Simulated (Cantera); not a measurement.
A diamond (100) surface in a fixed gas of H2 with x(CH4) = 0.0041, x(CH3) = 0.0019, at 1098 K, 0.0345 atm; coverages are run to steady state.

Cantera simulation using the Harris–Goodwin 1993 mechanism for the reconstructed diamond (100) surface; the numbers are that mechanism's predictions, not measurements.

One state of this run: growth (µm/h) = 32.3; θ c6HH = 0.462; θ c6H* = 0.0246; θ c6*H = 0.392; θ c6** = 0.0148; θ c6HM = 0.0703. θ: site fractions in the mechanism's names (c6HH fully hydrogenated, c6H* and c6*H radical sites, c6** diradical, c6HM methylated).

Problem. Which value of x(H) does it belong to?
A. 0.014
B. 0.0061
C. 0.00023
D. 0.00052

Solution. B, 0.0061
